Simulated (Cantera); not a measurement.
Feed: 1 mol TEOS, 4.4 mol NO, 63 mol H₂, held at 1550 K and 100 Torr.

These are equilibrium values from Cantera (NASA tables, ideal gas, pure condensed phases), not measurements of a reactor. Candidate condensed phases: C, C₆H₆, C₇H₈, C₈H₁₈, H₂O, Si, SiC, SiO₂, Si₂N₂O, Si₃N₄; 151 gas species. The feed counts by its element totals alone. The numbers say what is thermodynamically allowed, not how fast it happens.

Base state: H₂ 0.883, CO 0.0956, N₂ 0.0206, CH₄ 0.000211, HCN 0.000200, SiO 0.000157, H 8.11e-5, C₂H₂ (acetylene) 1.42e-5 (mole fractions); condensed: C(graphite) + Si₂N₂O(s).

### Question
What changes in the equilibrium state with this change: temperature from 1550 K to 1800 K?

### Answer
```json
[
 {"species": "H₂", "before": "0.883", "after": "0.872"},
 {"species": "CO", "before": "0.0956", "after": "0.0919"},
 {"species": "N₂", "before": "0.0206", "after": "0.0262"},
 {"species": "SiO", "before": "0.000157", "after": "0.00850"},
 {"species": "H", "before": "8.11e-5", "after": "0.000916"},
 {"species": "CH₄", "before": "0.000211", "after": "1.91e-5"},
 {"species": "C₂H₂ (acetylene)", "before": "1.42e-5", "after": "9.19e-6"},
 {"species": "HCN", "before": "0.000200", "after": "0.000227"},
 {"species": "H₂O", "before": "1.36e-5", "after": "1.24e-5"},
 {"species": "C(graphite), mol", "before": "0.0709", "after": "0"},
 {"species": "Si₂N₂O(s), mol", "before": "0.494", "after": "0"},
 {"species": "SiC(s), mol", "before": "0", "after": "0.289"}
]
```

### Question
What changes in the equilibrium state with this change: pressure from 100 Torr to 3.60 Torr?

### Answer
```csv
species,before,after
H₂,0.883,0.873
CO,0.0956,0.0921
N₂,0.0206,0.0263
SiO,0.000157,0.00839
CH₄,0.000211,1.21e-6
C₂H₂ (acetylene),1.42e-5,3.69e-7
"C(graphite), mol",0.0709,0
"Si₂N₂O(s), mol",0.494,0
"SiC(s), mol",0,0.298
```

### Question
What changes in the equilibrium state with this change: pressure from 100 Torr to 13.5 Torr?

### Answer
| species | before | after |
|---|---|---|
| H₂ | 0.883 | 0.881 |
| CO | 0.0956 | 0.0951 |
| N₂ | 0.0206 | 0.0221 |
| SiO | 0.000157 | 0.00189 |
| CH₄ | 0.000211 | 9.85e-6 |
| C₂H₂ (acetylene) | 1.42e-5 | 1.70e-6 |
| C(graphite), mol | 0.0709 | 0 |
| Si₂N₂O(s), mol | 0.494 | 0.364 |
| SiC(s), mol | 0 | 0.114 |
Mutual solubility and eutectic melting of coexisting phases are not modelled.
